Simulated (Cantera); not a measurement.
## Oxide etching and cleaning by halides: Al2O3 + Cl2 + H2

Feed: 1 mol Al2O3, 3.6 mol Cl2, 16 mol H2, equilibrated at 1748 K.

Cantera equilibrium calculation (NASA polynomials, part measured and part estimated; ideal gas, pure solids and liquids). Candidate condensed phases: Al, AlCl3, Al2O3, H2O; 29 gas species. The tables' values for AlCl2 are old estimates; treat these amounts as uncertain. Rates play no part.

| P (Pa) | x H2 | x HCl | x H | x Cl | x H2O | x AlCl | n Al2O3(s) |
|---|---|---|---|---|---|---|---|
| 1 | 0.587 | 0.325 | 0.0554 | 0.0236 | 0.00512 | 0.00334 | 0.964 |
| 10 | 0.617 | 0.352 | 0.0179 | 0.00790 | 0.00347 | 0.00215 | 0.977 |
| 100 | 0.627 | 0.361 | 0.00572 | 0.00254 | 0.00242 | 0.00122 | 0.984 |
| 1000 | 0.631 | 0.363 | 0.00181 | 0.000806 | 0.00210 | 0.000483 | 0.986 |
| 10000 | 0.632 | 0.362 | 0.000575 | 0.000254 | 0.00261 | 0.000110 | 0.983 |
| 100000 | 0.633 | 0.360 | 0.000182 | 7.98e-5 | 0.00387 | 1.93e-5 | 0.975 |
x: gas mole fraction; n: condensed amount in mol.

From 1.00 Pa to 100000 Pa the condensed part is Al2O3(s). The main Al-bearing gas is AlCl at 1.00 Pa and AlCl3 at 100000 Pa. The share of Al in condensed phases is highest at 1000 Pa (98.6 %) and lowest at 1.00 Pa (96.4 %).
